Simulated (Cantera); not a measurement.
**Equilibrium for hydrogen reduction and annealing atmospheres: Fe3O4 + H2**

Feed: 1 mol Fe3O4, a varied amount of H2, equilibrated at 1575 °C and 1.33 mbar.

Cantera equilibrium calculation (NASA polynomials, part measured and part estimated; ideal gas, pure solids and liquids). Candidate condensed phases: Fe, FeO, Fe(OH)2, Fe(OH)3, Fe2O3, Fe3O4, H2O; 12 gas species. Kinetics and transport are ignored.

From 210 mol H2 to 1500 mol H2 nothing is condensed. The main Fe-bearing gas is Fe throughout.

```
n(H2) (mol)  log p H2  log p H2O  log p H  log p Fe  log p OH  log p FeO  log p O  log p Fe(OH)2
-----------  --------  ---------  -------  --------  --------  ---------  -------  -------------
210             -2.90      -4.61    -4.72     -4.73     -7.57      -8.31    -9.51         -10.19
400             -2.89      -4.88    -4.72     -5.01     -7.85      -8.87    -9.80         -11.02
580             -2.89      -5.04    -4.72     -5.17     -8.01      -9.19    -9.96         -11.51
770             -2.89      -5.16    -4.72     -5.29     -8.13      -9.44   -10.08         -11.88
950             -2.88      -5.26    -4.72     -5.38     -8.22      -9.62   -10.17         -12.15
1100            -2.88      -5.32    -4.72     -5.44     -8.29      -9.75   -10.24         -12.34
1300            -2.88      -5.39    -4.72     -5.52     -8.36      -9.90   -10.31         -12.56
1500            -2.88      -5.45    -4.72     -5.58     -8.42     -10.02   -10.37         -12.74
```
log p: log10 of the partial pressure in bar; nothing condenses.
